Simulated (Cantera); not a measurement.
**Thermodynamics of chemical vapour transport, feed Al₂O₃ + HCl + O₂**

Feed: 1 mol Al₂O₃, a varied amount of HCl, 0.98 mol O₂, at 1600 K and 7.50 Torr.

Method: chemical equilibrium by Gibbs-energy minimisation in Cantera with the NASA 1993 tables (ideal gas, pure condensed phases). Candidate condensed phases: Al, AlCl₃, Al₂O₃, H₂O; 29 gas species. Rates play no part.

| n(HCl) (mol) | x O₂ | x HCl | x Cl | x H₂O | n Al₂O₃(s) |
|---|---|---|---|---|---|
| 0.034 | 0.960 | 0.0201 | 0.0130 | 0.00655 | 1.00 |
| 0.047 | 0.946 | 0.0287 | 0.0164 | 0.00832 | 1.00 |
| 0.065 | 0.928 | 0.0406 | 0.0205 | 0.0105 | 1.00 |
| 0.09 | 0.903 | 0.0569 | 0.0255 | 0.0132 | 1.00 |
| 0.12 | 0.876 | 0.0760 | 0.0307 | 0.0160 | 1.00 |
| 0.17 | 0.834 | 0.106 | 0.0379 | 0.0200 | 1.00 |
| 0.24 | 0.782 | 0.145 | 0.0459 | 0.0246 | 1.00 |
| 0.33 | 0.724 | 0.190 | 0.0540 | 0.0293 | 1.00 |
| 0.45 | 0.658 | 0.242 | 0.0622 | 0.0341 | 1.000 |
| 0.62 | 0.583 | 0.303 | 0.0705 | 0.0392 | 1.000 |
| 0.86 | 0.501 | 0.371 | 0.0784 | 0.0441 | 1.000 |
x: gas mole fraction; n: condensed amount in mol.

From 0.034 mol HCl to 0.86 mol HCl the condensed part is Al₂O₃(s).
